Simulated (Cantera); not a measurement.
A freely propagating, adiabatic, planar premixed flame of H₂ : O₂ : N₂ = 1 : 0.333 : 1.25 (molar parts), equivalence ratio 1.5, unburnt at 475 K and 0.987 atm; mixture-averaged transport, grid criteria slope 0.08 and curve 0.16, no radiation.

Computed with Cantera and the H2/O2 subset of GRI-Mech 3.0, which has no nitrogen chemistry. Burning velocities carry a grid error of a few per cent, more on coarse grids.

x: mole fraction of selected species; z is measured from the peak of heat release.

```
z (mm)  T (K)  u (m/s)   x H₂     x O₂    x O     x H₂O      x OH     x HO₂
------  -----  -------  -----  -------  -----  --------  --------  --------
-1.23     475     6.13  0.387    0.129  <1e-8     <1e-8     <1e-8     <1e-8
-0.820    475     6.13  0.387    0.129  <1e-8     <1e-8     <1e-8     <1e-8
-0.615    475     6.13  0.387    0.129  <1e-8     <1e-8     <1e-8     <1e-8
-0.410    475     6.13  0.387    0.129  <1e-8   9.38e-8     <1e-8   1.40e-7
-0.205    488     6.28  0.384    0.129    [?]  0.000348   2.81e-5  0.000187
-0.103    735     9.21  0.350    0.124    [?]    0.0196  0.000930  0.000231
0        1193     14.5  0.246   0.0864    [?]     0.103   0.00267   8.44e-5
0.103    1509     18.1  0.147   0.0278    [?]     0.213   0.00667   2.53e-5
0.205    1649     19.6  0.121  0.00927    [?]     0.248   0.00857   8.03e-6
0.410    1786     21.1  0.120  0.00455    [?]     0.259   0.00985   3.65e-6
0.820    1927     22.5  0.126  0.00313    [?]     0.266    0.0102   2.32e-6
1.64     2061     23.8  0.132  0.00193    [?]     0.273   0.00949   1.39e-6
3.28     2177     24.9  0.136  0.00102    [?]     0.280   0.00785   7.62e-7
```

### Question
Fill in the missing entries.

### Answer

- -0.205, x O: 3.81e-6
- -0.103, x O: 0.000243
- 0, x O: 0.00386
- 0.103, x O: 0.00668
- 0.205, x O: 0.00568
- 0.410, x O: 0.00460
- 0.820, x O: 0.00339
- 1.64, x O: 0.00214
- 3.28, x O: 0.00115
